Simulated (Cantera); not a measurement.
Mixture: CH3OH : O2 : N2 = 1 : 1.25 : 8.62 (molar parts), equivalence ratio 1.2, at 270000 Pa, adiabatic and at constant pressure. Ignition delay is the time to a rise of 400 K.

Computed with Cantera and GRI-Mech 3.0 (53 species, 325 reactions). GRI-Mech 3.0 was tuned for natural gas; its chemistry of methanol as a main component is partial and can be far from experiment.

Question: Predict: delay at 1150 K; delay at 1250 K; delay at 1350 K; delay at 1450 K; apparent activation energy between 1400 and 1500 K.

Answer: 
```json
{
  "delay at 1150 K": "10.8 ms",
  "delay at 1250 K": "2.08 ms",
  "delay at 1350 K": "0.534 ms",
  "delay at 1450 K": "0.176 ms",
  "apparent activation energy between 1400 and 1500 K": "170 kJ/mol"
}
```
